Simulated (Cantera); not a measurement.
A Cantera script and what it prints.

```python
import numpy as np
import cantera as ct

gas_names = """
    B BH BH2 BH3 BO BO2 B2 B2O B2O2 B2O3 B3O3H3 H HBO HBO2 HO2 H2 H2O H2O2 H3B3O6 O OH O2 O3
""".split()
cond_names = """
    B(b) B(L) B2O3(L) B3O3H3(cr) H2O(s) H2O(L)
""".split()


# ... load() reads the species with a 1 bar reference pressure and builds the phases ...
atoms = {
    'B': {'B': 1},
    'O2': {'O': 2},
    'H2': {'H': 2},
}
top_T = {}  # K; cautious upper limits of use, not melting points


# ... equilibrate(T, P, feed) seeds the gas with the atoms and calls Mixture.equilibrate('TP', solver="vcs", rtol=1e-11, max_steps=5000) ...
results = []
feed = {'B': 1, 'O2': 0.054, 'H2': 0.52}  # mol
P = 8800  # Pa
for T in [1425, 1475, 1525, 1575, 1625, 1675, 1725, 1775, 1825, 1875]:
    mix = equilibrate(T, P, feed)
    results.append((T, P, feed, dict(zip(mix.species_names, mix.species_moles))))

top = {s: max(r[3][s] / sum(r[3][g] for g in gas_names) for r in results) for s in gas_names}
cols = sorted((s for s in top if top[s] > 1e-06), key=lambda s: -top[s])[:5]
seen = [c for c in cond_names if any(r[3].get(c, 0) > 1e-12 for r in results)]
print("log10 of partial pressures in bar; condensed amounts in mol")
print(f"{'T/K':>10s}" + "".join(f"{s[:9]:>10s}" for s in cols + seen))
for T, P, feed, n in results:
    ng = sum(n[g] for g in gas_names)
    print(f"{T:10.4g}" + "".join(f"{np.log10(max(n[s] / ng * P / 1e5, 1e-99)):10.3f}" for s in cols)
          + "".join(f"{n.get(c, 0):10.4g}" for c in seen))
```

Output:

```
log10 of partial pressures in bar; condensed amounts in mol
       T/K        H2       HBO      B2O2      B2O3        BO      B(b)   B2O3(L)
      1425    -1.059    -3.348    -4.672    -5.367    -6.519     0.926    0.0339
      1475    -1.061    -3.097    -4.230    -4.890    -6.021    0.9252   0.03298
      1525    -1.064    -2.863    -3.819    -4.445    -5.556    0.9237   0.03127
      1575    -1.070    -2.647    -3.434    -4.031    -5.122    0.9211   0.02814
      1625    -1.081    -2.446    -3.075    -3.643    -4.715    0.9165   0.02239
      1675    -1.098    -2.262    -2.738    -3.280    -4.334    0.9083   0.01175
      1725    -1.117    -2.139    -2.518    -3.085    -4.024    0.8989         0
      1775    -1.119    -2.112    -2.504    -3.189    -3.827    0.8975         0
      1825    -1.121    -2.090    -2.499    -3.300    -3.647    0.8963         0
      1875    -1.123    -2.073    -2.501    -3.415    -3.479    0.8953         0
```

Equilibrium computed with Cantera from the NASA thermochemical tables; the gas is ideal and each condensed phase is pure. Mutual solubility and eutectic melting of coexisting phases are not modelled. The tables' values for BH2 are old estimates; treat these amounts as uncertain.
